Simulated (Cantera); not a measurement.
A closed system holds: 1 mol SiCl₄, 2.8 mol H₂, held at 1502 °C and 0.00133 bar.

Equilibrium computed with Cantera from the NASA thermochemical tables; the gas is ideal and each condensed phase is pure. Candidate condensed phases: Si; 19 gas species. The tables' values for SiCl₃, SiCl are old estimates; treat these amounts as uncertain. The numbers say what is thermodynamically allowed, not how fast it happens.

Base state: HCl 0.409, H₂ 0.374, SiCl₂ 0.204, H 0.00485, Cl 0.00407, SiCl₃ 0.00281, SiCl 0.000575, Si 0.000234 (mole fractions); condensed: gas only.

### Question
What changes in the equilibrium state with this change: SiCl₄ replaced by SiHCl₃?

### Answer
```csv
species,before,after
H₂,0.374,0.576
HCl,0.409,0.209
SiCl₂,0.204,0.203
Cl,0.00407,0.00167
SiH₂,1.33e-6,1.21e-5
SiH,6.42e-6,4.70e-5
SiCl₄,6.55e-5,1.10e-5
Si,0.000234,0.00138
SiCl₃,0.00281,0.00115
```
The tables' values for SiCl, SiCl₃ are old estimates; treat these amounts as uncertain. Gases not in the tables: Si₂H₆ and higher silanes.
